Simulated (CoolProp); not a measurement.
The fluid at 298.93 K and 2.54 MPa is compressed adiabatically to 5.98 MPa with isentropic efficiency 0.75. The same conditions are run with several fluids, on thermodynamics alone (safety and materials aside).

Computed with CoolProp (reference Helmholtz-energy equation of state of each fluid (CH3F (R41): Lemmon 2006; nitrous oxide: Lemmon 2006; ethylene: Smukala 2000; oxygen: Schmidt 1985; nitrogen: Span 2000)).

Task: Rank CH3F (R41), nitrous oxide, ethylene, oxygen, nitrogen by work (kJ/kg), highest first.

Result: nitrogen (116), oxygen (99.6), ethylene (91.4), CH3F (R41) (68.6), nitrous oxide (59.6)

```
fluid          final temperature (K)    final phase  final density (kg/m³)
-------------  ---------------------  -------------  ---------------------
CH3F (R41)                     374.2  supercritical                   86.5
nitrous oxide                  377.7            gas                   99.3
ethylene                       369.5  supercritical                   66.2
oxygen                         407.3  supercritical                   56.4
nitrogen                       409.7  supercritical                   48.2
```

Above 300 K oxygen's equation is extrapolated.
